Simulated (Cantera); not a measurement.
## Reactions in the system Cl-Li-N-O

Cantera with NASA thermochemical tables; ideal gases at 1 bar, condensed phases pure. Values are per mole of reaction as written; species without (g) are pure solids or liquids, kept so even where they would boil at 1 bar.

4 LiCl + NO2(g) → N(g) + 2 Cl2(g) + 2 Li2O

```tsv
T (K)	ΔH° (kJ)	ΔS° (J/K)	ΔG° (kJ)	log10 K	condensed phases
300	874.0	197.7	814.7	-141.85	LiCl(s), Li2O(s)
1400	763.2	62.8	675.2	-25.19	LiCl(l), Li2O(s)
1475	762.6	62.4	670.6	-23.75	LiCl(l), Li2O(s)
1550	762.4	62.3	665.9	-22.44	LiCl(l), Li2O(s)
1625	762.5	62.3	661.2	-21.25	LiCl(l), Li2O(s)
1700	762.9	62.6	656.5	-20.17	LiCl(l), Li2O(s)
1775	763.6	63.0	651.8	-19.18	LiCl(l), Li2O(s)
1850	881.8	127.1	646.6	-18.26	LiCl(l), Li2O(l)
1925	883.1	127.8	637.1	-17.29	LiCl(l), Li2O(l)
```
